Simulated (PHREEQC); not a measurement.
A PHREEQC input (ion-association model, wateq4f.dat):

```
SOLUTION 1
  temp 20
  units mg/L
  pH 6.75
  pe -0.7
  Na 6.08
  K 0.744
  Ca 1,78
  Mg 2.04
  Cl 10.6
  S(6) 2.39 as SO4
  Alkalinity 12.8 as HCO3
  F 0.00233
END
USE solution 1
EQUILIBRIUM_PHASES 1
  Fluorite 0 0
  Quartz 0 0.5
  CO2(g) -2 10
END
```

The run finishes without an error or a warning.

Its last state differs from that of the intended input:

```
quantity                    as run  intended
------------------------  --------  --------
ionic strength (mol/kgw)  0.000662  0.000701
CaSO4 (mol/kgw)            9.16e-8   1.62e-7
CaHCO3+ (mol/kgw)          5.45e-8   9.66e-8
CaCO3 (mol/kgw)           3.66e-10  6.48e-10
CaF+ (mol/kgw)            2.09e-11  3.70e-11
```

Question: One thing in the input isn't as intended. What explains the difference?

Answer: One answer among several that fit: The fault: a decimal comma in the Ca value. The line should read `Ca 1.78` where the input has `Ca 1,78`.
